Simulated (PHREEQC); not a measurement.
# Nickel, zinc or cadmium bath: speciation

Solution (25 °C): 0.005 mol CdSO4 and 8.6e-05 mol Na2SO4 per kg of water. Closed to the air; pH follows from the charge balance.

All values are PHREEQC results (ion-association model, wateq4f.dat), not measurements.

```yaml
pH: 6.39
ionic_strength: 0.0144 mol/kgw
```

```csv
species,molality,activity,log γ
SO4-2,0.00357,0.00223,-0.205
Cd+2,0.00354,0.00219,-0.210
CdSO4,0.00140,0.00140,0.001
Na+,0.000170,0.000151,-0.052
Cd(SO4)2-2,5.56e-5,3.43e-5,-0.210
NaSO4-,1.89e-6,1.68e-6,-0.051
CdOH+,5.06e-7,4.49e-7,-0.052
H+,4.50e-7,4.05e-7,-0.045
HSO4-,9.89e-8,8.78e-8,-0.052
OH-,2.80e-8,2.47e-8,-0.054
Cd2OH+3,1.43e-8,4.80e-9,-0.472
```

No solid was allowed to form.
